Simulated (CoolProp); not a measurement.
Vapour-liquid equilibrium of R134a (1) + R227EA (2) at -29.85 °C; x and y are mole fractions of (1).

The numbers come from the multi-fluid Helmholtz-energy mixture model, Tillner-Roth 1994 and Lemmon 2016; pair parameters Bell 2016 in CoolProp.

| x | bubble pressure (kPa) | y at the bubble point | dew pressure at overall composition x (kPa) | liquid density (mol/L) |
|---|---|---|---|---|
| 0.05 | 56.63 | 0.086 | 55.65 | 9.504 |
| 0.2 | … | 0.301 | 59.84 | 9.989 |
| 0.35 | 68.40 | 0.469 | 64.46 | 10.52 |
| 0.5 | 73.20 | 0.608 | 69.47 | … |
| 0.65 | … | 0.731 | 74.64 | 11.76 |
| 0.8 | 80.99 | 0.846 | 79.61 | 12.49 |
| 0.95 | 84.08 | 0.960 | 83.82 | 13.31 |

**Question.** Fill in the missing entries.

**Answer.** 
- 0.2, bubble pressure (kPa): 62.90
- 0.5, liquid density (mol/L): 11.11
- 0.65, bubble pressure (kPa): 77.38

No azeotrope shows between x = 0.05 and 0.95.

Pair parameters are fitted to limited data, so mixtures are less certain than the pure fluids.
